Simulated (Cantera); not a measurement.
**Ignition delay**

Mixture: CH4 : CO : O2 : N2 = 1 : 0.25 : 1.12 : 5.82 (molar parts), at 1.01 bar, adiabatic and at constant volume. Ignition delay is the time to a rise of 400 K.

Detailed kinetics in Cantera: GRI-Mech 3.0 (53 species, 325 reactions).

```
T0 (K)  delay (ms)
------  ----------
1250          49.3
1350          12.3
1450          3.50
1550          1.15
1650         0.445
1750         0.200
1850         0.102
```

```
Quantity                                                 Value
--------------------------------------------------  ----------
apparent activation energy between 1650 and 1850 K  190 kJ/mol
```
